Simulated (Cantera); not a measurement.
A Cantera script and what it prints.

```python
import numpy as np
import cantera as ct

gas_names = [...]  # 110 gases of nasa_gas.yaml made of C, H, O
cond_names = """
    C(gr) C6H6(L) C7H8(L) C8H18(L),n-octa H2O(s) H2O(L)
""".split()


# ... load() reads the species with a 1 bar reference pressure and builds the phases ...
atoms = {
    'C2H4': {'C': 2, 'H': 4},
    'CO2': {'C': 1, 'O': 2},
    'H2': {'H': 2},
}
top_T = {'C(gr)': 4500}  # K; cautious upper limits of use, not melting points


# ... equilibrate(T, P, feed) seeds the gas with the atoms and calls Mixture.equilibrate('TP', solver="vcs", rtol=1e-11, max_steps=5000) ...
results = []
P = 1300  # Pa
for T in [1823, 1973, 2123, 2273, 2423, 2573, 2723, 2873, 3023]:
    for m in [0.58, 0.99, 1.7, 2.9, 4.9, 8.3, 14, 24]:
        feed = {'C2H4': 1, 'CO2': 0.056, 'H2': m}  # mol
        mix = equilibrate(T, P, feed)
        results.append((T, P, feed, dict(zip(mix.species_names, mix.species_moles))))

for T, P, feed, n in results:
    print(f"{T:7g} {feed['H2']:10.4g}  " + (" + ".join(c for c in cond_names if n.get(c, 0) > 1e-12) or "gas only"))
```

It prints:

```
   1823       0.58  C(gr)
   1823       0.99  C(gr)
   1823        1.7  C(gr)
   1823        2.9  C(gr)
   1823        4.9  C(gr)
   1823        8.3  C(gr)
   1823         14  C(gr)
   1823         24  C(gr)
   1973       0.58  C(gr)
   1973       0.99  C(gr)
   1973        1.7  C(gr)
   1973        2.9  C(gr)
   1973        4.9  C(gr)
   1973        8.3  C(gr)
   1973         14  C(gr)
   1973         24  C(gr)
   2123       0.58  C(gr)
   2123       0.99  C(gr)
   2123        1.7  C(gr)
   2123        2.9  C(gr)
   2123        4.9  C(gr)
   2123        8.3  C(gr)
   2123         14  C(gr)
   2123         24  C(gr)
   2273       0.58  C(gr)
   2273       0.99  C(gr)
   2273        1.7  C(gr)
   2273        2.9  C(gr)
   2273        4.9  C(gr)
   2273        8.3  C(gr)
   2273         14  C(gr)
   2273         24  C(gr)
   2423       0.58  C(gr)
   2423       0.99  C(gr)
   2423        1.7  C(gr)
   2423        2.9  C(gr)
   2423        4.9  C(gr)
   2423        8.3  C(gr)
   2423         14  C(gr)
   2423         24  C(gr)
   2573       0.58  C(gr)
   2573       0.99  C(gr)
   2573        1.7  C(gr)
   2573        2.9  C(gr)
   2573        4.9  C(gr)
   2573        8.3  C(gr)
   2573         14  C(gr)
   2573         24  C(gr)
   2723       0.58  C(gr)
   2723       0.99  C(gr)
   2723        1.7  C(gr)
   2723        2.9  C(gr)
   2723        4.9  C(gr)
   2723        8.3  C(gr)
   2723         14  C(gr)
   2723         24  C(gr)
   2873       0.58  C(gr)
   2873       0.99  C(gr)
   2873        1.7  C(gr)
   2873        2.9  C(gr)
   2873        4.9  C(gr)
   2873        8.3  C(gr)
   2873         14  C(gr)
   2873         24  gas only
   3023       0.58  C(gr)
   3023       0.99  C(gr)
   3023        1.7  C(gr)
   3023        2.9  C(gr)
   3023        4.9  C(gr)
   3023        8.3  gas only
   3023         14  gas only
   3023         24  gas only
```

These are equilibrium values from Cantera (NASA tables, ideal gas, pure condensed phases), not measurements of a reactor.
